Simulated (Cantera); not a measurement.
A Cantera script and what it prints.

```python
import numpy as np
import cantera as ct

gas_names = """
    CL CLO CL2 N NO NO2 NO3 N2 N2O O O2 O3 Si SiCL SiCL2 SiCL3 SiCL4 SiN SiO SiO2 Si2 Si2N Si3
""".split()
cond_names = """
    Si(cr) Si(L) SiO2(Lqz) SiO2(hqz) SiO2(L) Si2N2O(s) Si3N4(a)
""".split()


def load(file, names, dense=False):
    # The tables refer to 1 bar. Condensed volumes are neglected.
    table = {s.name: s for s in ct.Species.list_from_file(file)}
    out = []
    for n in names:
        d = dict(table[n].input_data)
        d["thermo"] = dict(d["thermo"], **{"reference-pressure": 1e5})
        if dense:
            d["equation-of-state"] = {"model": "constant-volume", "density": "1e6 g/cm^3"}
        out.append(ct.Species.from_dict(d))
    return out


gas = ct.Solution(thermo="ideal-gas", species=load("nasa_gas.yaml", gas_names))
cond = {s.name: ct.Solution(thermo="fixed-stoichiometry", species=[s], name=s.name)
        for s in load("nasa_condensed.yaml", cond_names, dense=True)}
atoms = {
    'SiCl4': {'Si': 1, 'CL': 4},
    'NO': {'N': 1, 'O': 1},
}
top_T = {'Si2N2O(s)': 2100, 'Si3N4(a)': 2400}  # K; cautious upper limits of use, not melting points


def equilibrate(T, P, feed):
    n = {}
    for name, mol in feed.items():
        for a, k in atoms[name].items():
            n[a] = n.get(a, 0.0) + k * mol
    gas.TPX = T, P, n
    mass = sum(n.values()) * gas.mean_molecular_weight
    gas.equilibrate("TP")
    valid = [c for c in cond.values() if c.min_temp <= T <= top_T.get(c.name, c.max_temp)]
    mix = ct.Mixture([(gas, mass / gas.mean_molecular_weight)] + [(c, 0.0) for c in valid])
    mix.T, mix.P = T, P
    mix.equilibrate("TP", solver="vcs", rtol=1e-11, max_steps=5000)
    return mix


results = []
feed = {'SiCl4': 1, 'NO': 0.32}  # mol
T = 1275  # K
P = 10000  # Pa
mix = equilibrate(T, P, feed)
results.append((T, P, feed, dict(zip(mix.species_names, mix.species_moles))))
print(gas.report(threshold=0.0001))
for i in range(1, mix.n_phases):
    print(f"{mix.phase(i).name:16s} {mix.phase_moles(i):12.5e} mol")
```

Result:

```
       temperature   1275 K
          pressure   10000 Pa
           density   0.12048 kg/m^3
  mean mol. weight   127.72 kg/kmol
   phase of matter   gas

                          1 kg             1 kmol
                     ---------------   ---------------
          enthalpy       -2.6681e+06       -3.4078e+08  J
   internal energy       -2.7511e+06       -3.5138e+08  J
           entropy            3325.6        4.2475e+05  J/K
    Gibbs function       -6.9083e+06       -8.8234e+08  J
 heat capacity c_p            630.46             80522  J/K
 heat capacity c_v            565.36             72208  J/K

                      mass frac. Y      mole frac. X     chem. pot. / RT
                     ---------------   ---------------   ---------------
                CL         0.0041876          0.015087           -16.778
               CL2           0.12937           0.23305           -33.556
                N2          0.026386            0.1203           -29.947
             SiCL4           0.84005           0.63156            -113.3
     [  +19 minor]        3.0691e-06        2.9315e-06

Si(cr)            0.00000e+00 mol
SiO2(hqz)         1.60000e-01 mol
Si2N2O(s)         0.00000e+00 mol
Si3N4(a)          0.00000e+00 mol
```

These are equilibrium values from Cantera (NASA tables, ideal gas, pure condensed phases), not measurements of a reactor. The tables hold silica as quartz up to 1696 K and as liquid above; real silica turns to tridymite and cristobalite and melts near 1996 K.
